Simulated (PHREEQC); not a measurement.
Make-up at 10 °C: 77 mmol/kgw HCl and 0.065 mmol/kgw AlCl3. Closed to the air; pH follows from the charge balance.

All values are PHREEQC results (ion-association model, phreeqc.dat), not measurements.

The pH comes out as 1.19, the ionic strength is 0.0774 mol/kgw and the specific conductance comes out as 19000 µS/cm. The density is 1.001 g/cm³ and the total alkalinity comes out as -77.0 meq/kg.

| species | molality | activity | log γ |
|---|---|---|---|
| Cl- | 0.0772 | 0.0609 | -0.103 |
| H+ | 0.0770 | 0.0646 | -0.076 |
| Al+3 | 6.50e-5 | 1.34e-5 | -0.686 |
| AlOH+2 | 1.76e-9 | 7.49e-10 | -0.372 |

Precipitation was switched off in this run. Species that the database lacks are ignored. Away from 25 °C the constants follow the database's enthalpies or fits; those with neither stay at their 25 °C values.
